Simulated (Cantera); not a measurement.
**Equilibrium for silicon carbide growth: CH₃SiH₃ + CH₄ + H₂**

Charge: 1 mol CH₃SiH₃, 0.05 mol CH₄, 40 mol H₂, held at 100 Torr.

These are equilibrium values from Cantera (NASA tables, ideal gas, pure condensed phases), not measurements of a reactor. Candidate condensed phases: C, C₆H₆, C₇H₈, C₈H₁₈, Si, SiC; 87 gas species. The feed counts by its element totals alone. Gases not in the tables: Si₂H₆ and higher silanes. Equilibrium is a limit: real reactors are often held back by kinetics, nucleation or transport.

From 1398 K to 1898 K the condensed part is C(graphite) + SiC(s). From 1998 K to 2498 K the condensed part is SiC(s). At 2598 K nothing is condensed.

| T (K) | x H₂ | x H | x Si | x C₂H₂ (acetylene) | x SiC₂ | x Si₂C | n C(graphite) | n SiC(s) |
|---|---|---|---|---|---|---|---|---|
| 1398 | 0.999 | 1.30e-5 | 2.78e-11 | 2.45e-6 | <1e-12 | <1e-12 | 0.0247 | 1.00 |
| 1498 | 1.000 | 4.71e-5 | 5.44e-10 | 8.81e-6 | <1e-12 | <1e-12 | 0.0343 | 1.000 |
| 1598 | 1.000 | 0.000146 | 7.32e-9 | 2.69e-5 | 2.81e-11 | 2.29e-11 | 0.0382 | 1.000 |
| 1698 | 0.999 | 0.000396 | 7.23e-8 | 7.20e-5 | 5.60e-10 | 4.31e-10 | 0.0374 | 1.000 |
| 1798 | 0.999 | 0.000964 | 5.52e-7 | 0.000172 | 7.96e-9 | 5.80e-9 | 0.0306 | 1.000 |
| 1898 | 0.997 | 0.00214 | 3.39e-6 | 0.000375 | 8.50e-8 | 5.90e-8 | 0.0145 | 1.000 |
| 1998 | 0.995 | 0.00438 | 2.00e-5 | 0.000567 | 6.17e-7 | 5.44e-7 | 0 | 0.999 |
| 2098 | 0.991 | 0.00839 | 0.000113 | 0.000638 | 3.26e-6 | 4.58e-6 | 0 | 0.993 |
| 2198 | 0.983 | 0.0151 | 0.000488 | 0.000877 | 1.64e-5 | 2.84e-5 | 0 | 0.970 |
| 2298 | 0.970 | 0.0258 | 0.00161 | 0.00155 | 8.21e-5 | 0.000130 | 0 | 0.900 |
| 2398 | 0.949 | 0.0420 | 0.00435 | 0.00311 | 0.000394 | 0.000473 | 0 | 0.716 |
| 2498 | 0.913 | 0.0652 | 0.0105 | 0.00628 | 0.00173 | 0.00149 | 0 | 0.250 |
| 2598 | 0.874 | 0.0975 | 0.0146 | 0.00776 | 0.00274 | 0.00134 | 0 | 0 |
x: gas mole fraction; n: condensed amount in mol.
